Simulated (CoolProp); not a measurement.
Saturation properties of acetone (Tc = 235.0 °C, pc = 4.692 MPa, ω = 0.307).

Computed with CoolProp (reference Helmholtz-energy equation of state, Lemmon 2006). It is a short technical equation, of lower accuracy than the large ones.

| T (°C) | p (MPa) | liquid density (kg/m³) | enthalpy of vaporisation (kJ/kg) |
|---|---|---|---|
| 100.85 | 0.3805 | 692.7 | 447.6 |
| 117.65 | 0.5729 | 669.4 | 424.4 |
| 134.55 | 0.8335 | 644.2 | 398.7 |
| 151.35 | 1.173 | 616.9 | 370.1 |
| 168.25 | 1.611 | 586.5 | 337.4 |
| 185.05 | 2.159 | 551.9 | 299.1 |
| 201.95 | 2.845 | 510.2 | 251.8 |
| 218.75 | 3.687 | 455.1 | 188.0 |

It boils at 56.1 °C under 1 atm.
